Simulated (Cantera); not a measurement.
Input (Python, Cantera) and output of one run.

```python
import numpy as np
import cantera as ct

gas_names = """
    N NO NO2 NO3 N2 N2O O O2 O3 Si SiN SiO SiO2 Si2 Si2N Si3
""".split()
cond_names = """
    Si(cr) Si(L) SiO2(Lqz) SiO2(hqz) SiO2(L) Si2N2O(s) Si3N4(a)
""".split()


# ... load() reads the species with a 1 bar reference pressure and builds the phases ...
atoms = {
    'Si3N4': {'Si': 3, 'N': 4},
    'N2O': {'N': 2, 'O': 1},
    'N2': {'N': 2},
}
top_T = {'Si2N2O(s)': 2100, 'Si3N4(a)': 2400}  # K; cautious upper limits of use, not melting points


# ... equilibrate(T, P, feed) seeds the gas with the atoms and calls Mixture.equilibrate('TP', solver="vcs", rtol=1e-11, max_steps=5000) ...
results = []
feed = {'Si3N4': 1, 'N2O': 1.2, 'N2': 10}  # mol
P = 1.6  # Pa
for T in [1700, 1775, 1850, 1925, 2000, 2075, 2150]:
    mix = equilibrate(T, P, feed)
    results.append((T, P, feed, dict(zip(mix.species_names, mix.species_moles))))

top = {s: max(r[3][s] / sum(r[3][g] for g in gas_names) for r in results) for s in gas_names}
cols = sorted((s for s in top if top[s] > 0.001), key=lambda s: -top[s])[:5]
seen = [c for c in cond_names if any(r[3].get(c, 0) > 1e-12 for r in results)]
print("log10 of partial pressures in bar; condensed amounts in mol")
print(f"{'T/K':>10s}" + "".join(f"{s[:9]:>10s}" for s in cols + seen))
for T, P, feed, n in results:
    ng = sum(n[g] for g in gas_names)
    print(f"{T:10.4g}" + "".join(f"{np.log10(max(n[s] / ng * P / 1e5, 1e-99)):10.3f}" for s in cols)
          + "".join(f"{n.get(c, 0):10.4g}" for c in seen))
```

Result:

```
log10 of partial pressures in bar; condensed amounts in mol
       T/K        N2        Si       SiO     Si(L)
      1700    -4.853    -6.168    -5.894     1.148
      1775    -4.884    -5.757    -5.926         0
      1850    -4.885    -5.753    -5.926         0
      1925    -4.885    -5.751    -5.926         0
      2000    -4.885    -5.751    -5.926         0
      2075    -4.885    -5.751    -5.926         0
      2150    -4.885    -5.750    -5.926         0
```

Equilibrium computed with Cantera from the NASA thermochemical tables; the gas is ideal and each condensed phase is pure. The tables' values for SiN are old estimates; treat these amounts as uncertain.
